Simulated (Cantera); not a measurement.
# Transport properties of process gases

Gas mixture: N2 : NH3 = 0.23 : 0.92 (molar parts), at 5100 Pa, frozen composition.

Cantera's kinetic-theory transport with the Lennard-Jones parameters of GRI-Mech 3.0, ideal gas; thermal conductivity in the multicomponent form. Polar gases are described roughly by these parameters. The composition is frozen, though it would react at the higher temperatures.

```tsv
T (K)	ρ (kg/m³)	cp (J/kg/K)	μ (µPa s)	λ (mW/m/K)	Pr	D (cm²/s) NO	D (cm²/s) CO2	D (cm²/s) N2
400	0.0295	1913	15.7	42.7	0.703	7.33	5.51	7.59
550	0.0214	2128	21.1	64.2	0.700	13.0	10.1	13.6
700	0.0168	2335	26.3	87.6	0.700	20.0	15.8	21.0
850	0.0139	2518	31.1	112	0.701	28.0	22.4	29.5
1000	0.0118	2693	35.6	137	0.702	36.9	29.8	39.0
1150	0.0103	2841	39.9	161	0.702	46.9	38.1	49.6
```
D: mixture-averaged diffusion coefficient of that species in the mixture.
